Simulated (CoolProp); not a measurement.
Saturated liquid density (kg/m³) of oxygen: the reference equation beside estimates from Tc = -118.6 °C, pc = 5.046 MPa, ω = 0.022.

Model: reference Helmholtz-energy equation of state, Schmidt 1985, in CoolProp.

```tsv
T (°C)	reference	Redlich-Kwong	Peng-Robinson
-201.25	1228	1249	1384
-195.85	1203	1223	1357
-190.35	1177	1195	1329
-184.95	1151	1166	1299
-179.45	1124	1134	1266
-174.05	1096	1101	1232
-168.55	1066	1065	1194
-163.15	1035	1027	1153
-157.75	1003	985.3	1109
-152.25	967.9	939.6	1059
-146.85	930.4	890.4	1005
```

Absolute difference from the reference over all 11 rows, mean and median: Redlich-Kwong 1.6 and 1.5 %, Peng-Robinson 11.6 and 12.4 %.
